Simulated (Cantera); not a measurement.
Input: 1 mol Si, 1.7 mol NF3, 0.31 mol H2, equilibrated at 1.00 bar.

Equilibrium computed with Cantera from the NASA thermochemical tables; the gas is ideal and each condensed phase is pure. Candidate condensed phases: Si, Si3N4; 37 gas species. Equilibrium is a limit: real reactors are often held back by kinetics, nucleation or transport. All values below are at 525 °C.

Base state: SiF4 0.385, N2 0.305, HF 0.239, NF3 0.0449, F2 0.0244, F 0.00126 (mole fractions); condensed: gas only.

What changes in the equilibrium state with this change: pressure from 1.00 bar to 0.133 bar?


| species | before | after |
|---|---|---|
| SiF4 | 0.385 | 0.376 |
| N2 | 0.305 | 0.309 |
| HF | 0.239 | 0.233 |
| F2 | 0.0244 | 0.0561 |
| NF3 | 0.0449 | 0.0210 |
| F | 0.00126 | 0.00523 |
